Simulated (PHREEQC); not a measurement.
Dissolve 1.44 mmol/kgw MgCl2, 0.106 mmol/kgw Na2HPO4 and 0.8 mmol/kgw KCl at 30 °C. Closed to the air; pH follows from the charge balance.

All values are PHREEQC results (ion-association model, wateq4f.dat), not measurements.

```
Property                   Result
----------------  ---------------
pH                           7.89
ionic strength    0.00526 mol/kgw
total alkalinity     0.106 meq/kg
```

| species | molality | activity | log γ |
|---|---|---|---|
| Cl- | 0.00368 | 0.00340 | -0.034 |
| Mg+2 | 0.00140 | 0.00103 | -0.131 |
| K+ | 0.000800 | 0.000739 | -0.034 |
| Na+ | 0.000212 | 0.000196 | -0.034 |
| HPO4-2 | 5.52e-5 | 4.06e-5 | -0.133 |
| MgHPO4 | 3.41e-5 | 3.41e-5 | 0.001 |
| H2PO4- | 8.81e-6 | 8.17e-6 | -0.033 |

Precipitation was switched off in this run. Species that the database lacks are ignored. H3PO4, which wateq4f.dat lacks, is added to it with the constant of phreeqc.dat.
